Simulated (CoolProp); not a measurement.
Vapour-liquid equilibrium of dimethyl ether (1) + R236EA (2) at 0.181 MPa; x and y are mole fractions of (1).

The numbers come from the multi-fluid Helmholtz-energy mixture model, Wu 2011 and Rui 2013; pair parameters Bell 2016 in CoolProp.

```
x     bubble temperature (K)  y at the bubble point  dew temperature at overall composition x (K)  liquid density (mol/L)
----  ----------------------  ---------------------  --------------------------------------------  ----------------------
0.05                   294.2                    [?]                                         294.3                   9.669
0.2                    292.8                  0.259                                         293.3                   10.35
0.35                   289.9                    [?]                                           [?]                   11.12
0.5                    284.7                  0.718                                         289.7                   12.00
0.65                   277.5                  0.882                                         286.6                     [?]
0.8                      [?]                  0.966                                         281.7                     [?]
0.95                   264.0                  0.996                                           [?]                     [?]
```

Q: Some entries are withheld; supply them.

A: 
- 0.05, y at the bubble point: 0.059
- 0.35, y at the bubble point: 0.491
- 0.35, dew temperature at overall composition x (K): 291.9
- 0.65, liquid density (mol/L): 13.00
- 0.8, bubble temperature (K): 270.0
- 0.8, liquid density (mol/L): 14.07
- 0.95, dew temperature at overall composition x (K): 272.0
- 0.95, liquid density (mol/L): 15.17

No azeotrope shows between x = 0.05 and 0.95.

Pair parameters are fitted to limited data, so mixtures are less certain than the pure fluids.
